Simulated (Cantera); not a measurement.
An isothermal, constant-pressure homogeneous reactor starts with CH3OH : O2 : N2 = 0.018 : 0.0065 : 1 (molar parts), equivalence ratio 4.2, at 1248 K and 900 Torr.

Computed with Cantera and GRI-Mech 3.0 (53 species, 325 reactions). GRI-Mech 3.0 was tuned for natural gas; its chemistry of methanol as a main component is partial and can be far from experiment.

x: mole fraction; the columns are a selection and need not sum to one.

| t (s) | x CH3OH | x O2 | x H | x NO2 | x H2 | x CH3 | x C2H2 |
|---|---|---|---|---|---|---|---|
| 6.00e-5 | 0.0176 | 0.00634 | 3.06e-9 | <1e-12 | 3.24e-7 | 7.36e-8 | <1e-12 |
| 0.000221 | 0.0176 | 0.00634 | ___ | <1e-12 | ___ | 1.68e-7 | <1e-12 |
| 0.000811 | 0.0176 | 0.00634 | 5.18e-9 | <1e-12 | 6.24e-6 | 1.80e-7 | <1e-12 |
| 0.00298 | 0.0175 | 0.00631 | 2.16e-8 | <1e-12 | 5.48e-5 | 1.07e-7 | 2.84e-12 |
| 0.0110 | ___ | ___ | ___ | 1.62e-11 | 0.0221 | 1.42e-7 | ___ |
| 0.0403 | 3.96e-10 | 6.99e-8 | 1.51e-5 | <1e-12 | 0.0229 | 1.40e-7 | 6.45e-8 |
| 0.148 | 6.27e-11 | 1.40e-8 | 2.02e-6 | <1e-12 | 0.0230 | 2.22e-8 | 8.02e-8 |
| 0.544 | 1.48e-11 | 4.54e-9 | 4.72e-7 | <1e-12 | 0.0231 | 5.29e-9 | 8.41e-8 |
| 2.00 | 4.20e-12 | 1.54e-9 | 1.34e-7 | <1e-12 | 0.0232 | 1.51e-9 | 8.51e-8 |

Q: Fill in the missing entries.

A: 
- 0.000221, x H: 3.55e-9
- 0.000221, x H2: 1.35e-6
- 0.0110, x CH3OH: 0.000466
- 0.0110, x O2: 0.000738
- 0.0110, x H: 6.19e-6
- 0.0110, x C2H2: 1.75e-9
